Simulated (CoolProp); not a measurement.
The fluid at 298.15 K and 0.00504 MPa is compressed adiabatically to 0.0269 MPa with isentropic efficiency 0.8. The same conditions are run with several fluids, on thermodynamics alone (safety and materials aside).

Values from CoolProp's reference Helmholtz-energy equation of state of each fluid (methanol: de Reuck 1993; methane: Setzmann 1991; n-perfluoropentane: Gao 2022; R1233zd(E): Akasaka 2022; normal hydrogen: Leachman 2009).

### Question
Rank methanol, methane, n-perfluoropentane, R1233zd(E), normal hydrogen by work (kJ/kg), highest first.

### Answer
normal hydrogen (3300), methane (392), methanol (188), R1233zd(E) (42.4), n-perfluoropentane (18.4)

| fluid | final temperature (K) | final density (kg/m³) |
|---|---|---|
| methanol | 421.9 | 0.246 |
| methane | 457.1 | 0.114 |
| n-perfluoropentane | 320.9 | 2.94 |
| R1233zd(E) | 350.1 | 1.21 |
| normal hydrogen | 526.5 | 0.0124 |
